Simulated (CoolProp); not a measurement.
Ethanol along the isobar 7920 kPa: Z from the reference equation and from simpler models built on Tc = 514.7 K, pc = 6268 kPa, ω = 0.644; each cubic takes its own stable root.

Computed with CoolProp (reference Helmholtz-energy equation of state, Schroeder 2014).

| T (K) | phase | reference | van der Waals | Soave-Redlich-Kwong | Peng-Robinson |
|---|---|---|---|---|---|
| 166 | liquid | 0.2920 | 0.5444 | 0.3575 | 0.3201 |
| 177.7 | liquid | 0.2763 | 0.5131 | 0.3360 | 0.3007 |
| 189.5 | liquid | 0.2623 | 0.4856 | 0.3171 | 0.2836 |
| 201.3 | liquid | 0.2499 | 0.4614 | 0.3005 | 0.2687 |
| 213 | liquid | 0.2389 | 0.4403 | 0.2861 | 0.2557 |
| 224.8 | liquid | 0.2290 | 0.4214 | 0.2732 | 0.2440 |
| 236.6 | liquid | 0.2202 | 0.4045 | 0.2617 | 0.2336 |
| 248.3 | liquid | 0.2122 | 0.3895 | 0.2515 | 0.2245 |
| 260.1 | liquid | 0.2050 | 0.3760 | 0.2424 | 0.2162 |
| 271.8 | liquid | 0.1985 | 0.3639 | 0.2343 | 0.2088 |
